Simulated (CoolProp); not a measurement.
200 sccm (0 °C, 1 atm) of nitrogen bubbles through liquid R113 at 280.9 K and leaves saturated at a total pressure of 0.15 MPa (ideal gas phase). Each further row changes one setting.

The numbers come from the reference Helmholtz-energy equation of state, Marx 1992 in CoolProp.

| case | vapour pressure (kPa) | mole fraction of vapour | delivery (mg/min) | delivery (sccm) | change of delivery for a bath 1 K warmer (%) |
|---|---|---|---|---|---|
| as stated | 21.6 | ? | ? | 33.7 | 5.4 |
| bath temperature 285.9 K | ? | 0.180 | ? | 43.9 | 5.4 |
| total pressure 0.3 MPa | 21.6 | ? | ? | ? | ? |

### Question
Complete the blanks.

### Answer

- as stated, mole fraction of vapour: 0.144
- as stated, delivery (mg/min): 282
- bath temperature 285.9 K, vapour pressure (kPa): 27.0
- bath temperature 285.9 K, delivery (mg/min): 367
- total pressure 0.3 MPa, mole fraction of vapour: 0.0721
- total pressure 0.3 MPa, delivery (mg/min): 130
- total pressure 0.3 MPa, delivery (sccm): 15.5
- total pressure 0.3 MPa, change of delivery for a bath 1 K warmer (%): 5.0
